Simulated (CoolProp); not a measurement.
Saturation properties of CH3F (R41) (Tc = 317.3 K, pc = 5.906 MPa, ω = 0.200).

Model: reference Helmholtz-energy equation of state, Lemmon 2006, in CoolProp. It is a short technical equation, of lower accuracy than the large ones.

```json
[
 {"T (K)": "192.9", "p (MPa)": "0.09118", "liquid density (kg/m³)": "885.1", "vapour density (kg/m³)": "2.015", "enthalpy of vaporisation (kJ/kg)": "490.3", "liquid cp (kJ/(kg K))": "2.069"},
 {"T (K)": "202", "p (MPa)": "0.1484", "liquid density (kg/m³)": "865.9", "vapour density (kg/m³)": "3.178", "enthalpy of vaporisation (kJ/kg)": "477.4", "liquid cp (kJ/(kg K))": "2.084"},
 {"T (K)": "211.1", "p (MPa)": "0.2305", "liquid density (kg/m³)": "846.1", "vapour density (kg/m³)": "4.809", "enthalpy of vaporisation (kJ/kg)": "463.8", "liquid cp (kJ/(kg K))": "2.106"},
 {"T (K)": "220.2", "p (MPa)": "0.3441", "liquid density (kg/m³)": "825.4", "vapour density (kg/m³)": "7.034", "enthalpy of vaporisation (kJ/kg)": "449.2", "liquid cp (kJ/(kg K))": "2.136"},
 {"T (K)": "229.3", "p (MPa)": "0.4964", "liquid density (kg/m³)": "803.8", "vapour density (kg/m³)": "10.00", "enthalpy of vaporisation (kJ/kg)": "433.5", "liquid cp (kJ/(kg K))": "2.175"},
 {"T (K)": "238.3", "p (MPa)": "0.6927", "liquid density (kg/m³)": "781.3", "vapour density (kg/m³)": "13.84", "enthalpy of vaporisation (kJ/kg)": "416.7", "liquid cp (kJ/(kg K))": "2.226"},
 {"T (K)": "247.4", "p (MPa)": "0.9458", "liquid density (kg/m³)": "757.2", "vapour density (kg/m³)": "18.88", "enthalpy of vaporisation (kJ/kg)": "398.0", "liquid cp (kJ/(kg K))": "2.293"},
 {"T (K)": "256.5", "p (MPa)": "1.263", "liquid density (kg/m³)": "731.5", "vapour density (kg/m³)": "25.37", "enthalpy of vaporisation (kJ/kg)": "377.4", "liquid cp (kJ/(kg K))": "2.380"},
 {"T (K)": "265.6", "p (MPa)": "1.653", "liquid density (kg/m³)": "703.8", "vapour density (kg/m³)": "33.75", "enthalpy of vaporisation (kJ/kg)": "354.4", "liquid cp (kJ/(kg K))": "2.498"},
 {"T (K)": "274.7", "p (MPa)": "2.127", "liquid density (kg/m³)": "673.4", "vapour density (kg/m³)": "44.65", "enthalpy of vaporisation (kJ/kg)": "328.4", "liquid cp (kJ/(kg K))": "2.663"},
 {"T (K)": "283.8", "p (MPa)": "2.698", "liquid density (kg/m³)": "639.4", "vapour density (kg/m³)": "59.07", "enthalpy of vaporisation (kJ/kg)": "298.3", "liquid cp (kJ/(kg K))": "2.909"},
 {"T (K)": "292.8", "p (MPa)": "3.369", "liquid density (kg/m³)": "600.6", "vapour density (kg/m³)": "78.59", "enthalpy of vaporisation (kJ/kg)": "262.8", "liquid cp (kJ/(kg K))": "3.319"},
 {"T (K)": "301.9", "p (MPa)": "4.174", "liquid density (kg/m³)": "552.6", "vapour density (kg/m³)": "107.6", "enthalpy of vaporisation (kJ/kg)": "217.5", "liquid cp (kJ/(kg K))": "4.195"}
]
```

It boils at 194.8 K under 1 atm.
